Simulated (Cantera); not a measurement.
## Equilibrium for halide evaporation, hydrolysis and transport: MgF2 + O2 + N2

Charge: 1 mol MgF2, 5.2 mol O2, a varied amount of N2, equilibrated at 1948 K and 0.133 bar.

Method: chemical equilibrium by Gibbs-energy minimisation in Cantera with the NASA 1993 tables (ideal gas, pure condensed phases). Candidate condensed phases: Mg, MgF2, MgO; 24 gas species. Mutual solubility and eutectic melting of coexisting phases are not modelled. Kinetics and transport are ignored.

| n(N2) (mol) | log p O2 | log p N2 | log p MgF2 | log p NO | log p O | log p F | log p Mg2F4 | log p MgF | n MgF2(l) | n MgO(s) |
|---|---|---|---|---|---|---|---|---|---|---|
| 0.59 | -0.98 | -1.94 | -1.77 | -3.25 | -3.84 | -4.78 | -4.81 | -5.62 | 0.151 | 0.000355 |
| 0.78 | -1.00 | -1.83 | -1.77 | -3.20 | -3.85 | -4.78 | -4.81 | -5.62 | 0.123 | 0.000363 |
| 1 | -1.01 | -1.74 | -1.77 | -3.16 | -3.86 | -4.79 | -4.81 | -5.61 | 0.0912 | 0.000371 |
| 1.4 | -1.04 | -1.61 | -1.77 | -3.12 | -3.87 | -4.79 | -4.81 | -5.61 | 0.0326 | 0.000387 |
| 1.8 | -1.06 | -1.53 | -1.78 | -3.09 | -3.88 | -4.80 | -4.83 | -5.61 | 0 | 0.000397 |
| 2.5 | -1.10 | -1.42 | -1.82 | -3.05 | -3.90 | -4.83 | -4.90 | -5.61 | 0 | 0.000402 |
| 3.3 | -1.14 | -1.34 | -1.85 | -3.03 | -3.92 | -4.86 | -4.98 | -5.62 | 0 | 0.000407 |
| 4.4 | -1.19 | -1.26 | -1.90 | -3.01 | -3.95 | -4.90 | -5.07 | -5.64 | 0 | 0.000413 |
log p: log10 of the partial pressure in bar; n: condensed amount in mol.

From 0.59 mol N2 to 1.4 mol N2 the condensed part is MgF2(l) + MgO(s). From 1.8 mol N2 to 4.4 mol N2 the condensed part is MgO(s). The main Mg-bearing gas is MgF2 throughout.
